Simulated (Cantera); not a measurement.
Charge: 1 mol AlN, 0.18 mol H2O, 1.3 mol H2, equilibrated at 552 °C and 4200 Torr.

These are equilibrium values from Cantera (NASA tables, ideal gas, pure condensed phases), not measurements of a reactor. Candidate condensed phases: Al, AlN, Al2O3, H2O; 35 gas species. The numbers say what is thermodynamically allowed, not how fast it happens.

Base state: H2 0.960, N2 0.0379, NH3 0.00240 (mole fractions); condensed: AlN(s) + Al2O3(s).

Task: What changes in the equilibrium state with this change: temperature from 552 °C to 1252 °C?

Result: 
```csv
species,before,after
H2,0.960,0.961
N2,0.0379,0.0389
NH3,0.00240,5.99e-5
H2O,2.54e-8,1.61e-5
"AlN(s), mol",0.880,0.880
"Al2O3(s), mol",0.0600,0.0600
```
Mutual solubility and eutectic melting of coexisting phases are not modelled.

Task: What changes in the equilibrium state with this change: temperature from 552 °C to 1425 °C?

Result: 
```json
[
 {"species": "H2", "before": "0.960", "after": "0.961"},
 {"species": "N2", "before": "0.0379", "after": "0.0389"},
 {"species": "H", "before": "<1e-9", "after": "5.99e-5"},
 {"species": "NH3", "before": "0.00240", "after": "3.81e-5"},
 {"species": "H2O", "before": "2.54e-8", "after": "3.38e-5"},
 {"species": "AlN(s), mol", "before": "0.880", "after": "0.880"},
 {"species": "Al2O3(s), mol", "before": "0.0600", "after": "0.0600"}
]
```
Mutual solubility and eutectic melting of coexisting phases are not modelled.

Task: What changes in the equilibrium state with this change: temperature from 552 °C to 900 °C?

Result: 
```tsv
species	before	after
H2	0.960	0.961
N2	0.0379	0.0389
NH3	0.00240	0.000226
AlN(s), mol	0.880	0.880
Al2O3(s), mol	0.0600	0.0600
```
Mutual solubility and eutectic melting of coexisting phases are not modelled.
